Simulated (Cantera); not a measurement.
Input (Python, Cantera) and output of one run.

```python
import numpy as np
import cantera as ct

gas_names = [...]  # 109 gases of nasa_gas.yaml made of C, Cl, H, Si
cond_names = """
    C(gr) C6H6(L) C7H8(L) C8H18(L),n-octa Si(cr) Si(L) SiC(b)
""".split()


# ... load() reads the species with a 1 bar reference pressure and builds the phases ...
atoms = {
    '(CH3)2SiCl2': {'C': 2, 'H': 6, 'Si': 1, 'CL': 2},
    'HCl': {'H': 1, 'CL': 1},
    'H2': {'H': 2},
}
top_T = {'C(gr)': 4500, 'SiC(b)': 3050}  # K; cautious upper limits of use, not melting points


# ... equilibrate(T, P, feed) seeds the gas with the atoms and calls Mixture.equilibrate('TP', solver="vcs", rtol=1e-11, max_steps=5000) ...
results = []
T = 2548  # K
P = 13332.2  # Pa
for m in [160, 200, 250, 310, 380, 470, 580, 720, 900, 1100, 1400, 1700]:
    feed = {'(CH3)2SiCl2': 1, 'HCl': 2.2, 'H2': m}  # mol
    mix = equilibrate(T, P, feed)
    results.append((T, P, feed, dict(zip(mix.species_names, mix.species_moles))))

top = {s: max(r[3][s] / sum(r[3][g] for g in gas_names) for r in results) for s in gas_names}
cols = sorted((s for s in top if top[s] > 0.0001), key=lambda s: -top[s])[:5]
seen = [c for c in cond_names if any(r[3].get(c, 0) > 1e-12 for r in results)]
print("log10 of partial pressures in bar; condensed amounts in mol")
print(f"{'n(H2)':>10s}" + "".join(f"{s[:9]:>10s}" for s in cols + seen))
for T, P, feed, n in results:
    ng = sum(n[g] for g in gas_names)
    print(f"{feed['H2']:10.4g}" + "".join(f"{np.log10(max(n[s] / ng * P / 1e5, 1e-99)):10.3f}" for s in cols)
          + "".join(f"{n.get(c, 0):10.4g}" for c in seen))
```

Result:

```
log10 of partial pressures in bar; condensed amounts in mol
     n(H2)        H2         H       HCL C2H2,acet        Si
       160    -0.928    -1.974    -2.524    -3.173    -3.248
       200    -0.925    -1.972    -2.616    -3.257    -3.324
       250    -0.922    -1.971    -2.709    -3.344    -3.404
       310    -0.920    -1.970    -2.800    -3.429    -3.484
       380    -0.919    -1.969    -2.886    -3.511    -3.562
       470    -0.917    -1.968    -2.976    -3.598    -3.646
       580    -0.916    -1.968    -3.066    -3.684    -3.730
       720    -0.916    -1.967    -3.159    -3.774    -3.818
       900    -0.915    -1.967    -3.254    -3.868    -3.910
      1100    -0.914    -1.967    -3.341    -3.953    -3.994
      1400    -0.914    -1.967    -3.445    -4.056    -4.095
      1700    -0.913    -1.966    -3.529    -4.139    -4.178
```

Method: chemical equilibrium by Gibbs-energy minimisation in Cantera with the NASA 1993 tables (ideal gas, pure condensed phases). The feed counts by its element totals alone. The tables' values for SiCl are old estimates; treat these amounts as uncertain. Gases not in the tables: Si2H6 and higher silanes.
